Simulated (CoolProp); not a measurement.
cis-2-butene along the isobar 5750 kPa: Z from the reference equation and from simpler models built on Tc = 435.8 K, pc = 4236 kPa, ω = 0.202; each cubic takes its own stable root.

Model: reference Helmholtz-energy equation of state, Lemmon 2005, in CoolProp. It is a short technical equation, of lower accuracy than the large ones.

```tsv
T (K)	phase	reference
183.2	liquid	0.2853
190.4	liquid	0.2772
197.6	liquid	0.2698
204.7	liquid	0.2630
211.9	liquid	0.2566
219.1	liquid	0.2507
226.2	liquid	0.2454
233.4	liquid	0.2403
240.6	liquid	0.2356
```

Q: How far does each simpler model (Soave-Redlich-Kwong, Peng-Robinson) lie from the reference over these 9 states: mean and median of the absolute difference, and the worst?

A: 
- Soave-Redlich-Kwong: mean 8.8 %, median 8.7 %, worst +9.8 % at 183.2 K and 5750 kPa
- Peng-Robinson: mean 3.2 %, median 3.2 %, worst -4.1 % at 240.6 K and 5750 kPa
